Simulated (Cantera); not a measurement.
Mixture: 12.2 % CH₃OH, 18.5 % O₂, 69.3 % N₂, at 1300000 Pa, adiabatic and at constant volume. Ignition delay is the time to a rise of 400 K.

Model: GRI-Mech 3.0 (53 species, 325 reactions), integrated in Cantera. GRI-Mech 3.0 was tuned for natural gas; its chemistry of methanol as a main component is partial and can be far from experiment. The pressure lies above the range GRI-Mech 3.0 was tuned for (to about 10 atm).

Predict: delay at 1250 K; delay at 1400 K; delay at 1550 K; delay at 1700 K; delay at 1850 K; apparent activation energy between 1700 and 1850 K.


| Item | Value |
|---|---|
| delay at 1250 K | 0.536 ms |
| delay at 1400 K | 69.0 µs |
| delay at 1550 K | 14.3 µs |
| delay at 1700 K | 4.20 µs |
| delay at 1850 K | 1.56 µs |
| apparent activation energy between 1700 and 1850 K | 170 kJ/mol |
